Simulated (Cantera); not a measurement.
# Equilibrium for oxide etching and cleaning by halides: SiO2 + BCl3 + O2 + F2

Input: 1 mol SiO2, 0.76 mol BCl3, 2.4 mol O2, 0.56 mol F2, held at 0.280 bar.

These are equilibrium values from Cantera (NASA tables, ideal gas, pure condensed phases), not measurements of a reactor. Candidate condensed phases: B, B2O3, Si, SiO2; 45 gas species. Mutual solubility and eutectic melting of coexisting phases are not modelled. The tables' values for BOCl are old estimates; treat these amounts as uncertain. The tables hold silica as quartz up to 1696 K and as liquid above; real silica turns to tridymite and cristobalite and melts near 1996 K. Condensed phases not in the tables: borates and borosilicate glass, alloys, solid solutions and most ternary compounds. Rates play no part.

| T (K) | log p O2 | log p Cl2 | log p BF3 | log p Cl | log p BOF | log p B3O3F3 | log p SiF4 | log p ClO | n B2O3(l) | n SiO2(β-quartz) |
|---|---|---|---|---|---|---|---|---|---|---|
| 1123 | -0.79 | -1.06 | -1.61 | -3.23 | -3.78 | -2.52 | -3.00 | -4.96 | 0.162 | 0.987 |
| 1148 | -0.79 | -1.06 | -1.61 | -3.10 | -3.59 | -2.52 | -3.02 | -4.85 | 0.161 | 0.988 |
| 1173 | -0.79 | -1.06 | -1.61 | -2.98 | -3.41 | -2.51 | -3.03 | -4.76 | 0.159 | 0.988 |
| 1198 | -0.79 | -1.06 | -1.62 | -2.86 | -3.24 | -2.50 | -3.05 | -4.66 | 0.158 | 0.988 |
| 1223 | -0.79 | -1.06 | -1.62 | -2.75 | -3.08 | -2.50 | -3.06 | -4.57 | 0.156 | 0.989 |
| 1248 | -0.79 | -1.06 | -1.62 | -2.65 | -2.92 | -2.49 | -3.07 | -4.49 | 0.153 | 0.989 |
| 1273 | -0.79 | -1.07 | -1.63 | -2.55 | -2.77 | -2.49 | -3.09 | -4.40 | 0.151 | 0.989 |
| 1298 | -0.79 | -1.07 | -1.63 | -2.45 | -2.62 | -2.49 | -3.10 | -4.33 | 0.147 | 0.990 |
| 1323 | -0.79 | -1.07 | -1.64 | -2.36 | -2.48 | -2.49 | -3.12 | -4.25 | 0.143 | 0.990 |
| 1348 | -0.80 | -1.08 | -1.65 | -2.27 | -2.35 | -2.49 | -3.14 | -4.18 | 0.138 | 0.990 |
| 1373 | -0.80 | -1.08 | -1.66 | -2.18 | -2.23 | -2.50 | -3.16 | -4.11 | 0.131 | 0.991 |
log p: log10 of the partial pressure in bar; n: condensed amount in mol.

From 1123 K to 1373 K the condensed part is B2O3(l) + SiO2(β-quartz). The main Si-bearing gas is SiF4 throughout.
